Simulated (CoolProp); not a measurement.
The numbers come from the reference Helmholtz-energy equation of state, Lemmon 2006 in CoolProp. It is a short technical equation, of lower accuracy than the large ones.

Problem. Give the vapour pressure (MPa), liquid density (kg/m³), liquid cp (kJ/(kg K)) of saturated isohexane at 232.8, 346.3 K.

Solution. 
```csv
T (K),p (MPa),liquid density (kg/m³),liquid cp (kJ/(kg K))
232.8,0.000746,706,1.95
346.3,0.150,602,2.48
```
